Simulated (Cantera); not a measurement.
A closed system holds: 1 mol C₃H₆, 1.4 mol NH₃, 17 mol H₂, equilibrated at 1202 °C and 10000 Pa.

These are equilibrium values from Cantera (NASA tables, ideal gas, pure condensed phases), not measurements of a reactor. Candidate condensed phases: C, C₆H₆, C₇H₈, C₈H₁₈; 92 gas species. Kinetics and transport are ignored.

Base state: H₂ 0.969, N₂ 0.0306, CH₄ 0.000273, HCN 0.000152, H 4.04e-5 (mole fractions); condensed: C(graphite).

Q: What changes in the equilibrium state with this change: NH₃ from 1.4 to 0.28 mol?

A: 
| species | before | after |
|---|---|---|
| H₂ | 0.969 | 0.993 |
| N₂ | 0.0306 | 0.00677 |
| CH₄ | 0.000273 | 0.000287 |
| HCN | 0.000152 | 7.25e-5 |
| H | 4.04e-5 | 4.09e-5 |
| C(graphite), mol | 2.99 | 2.99 |
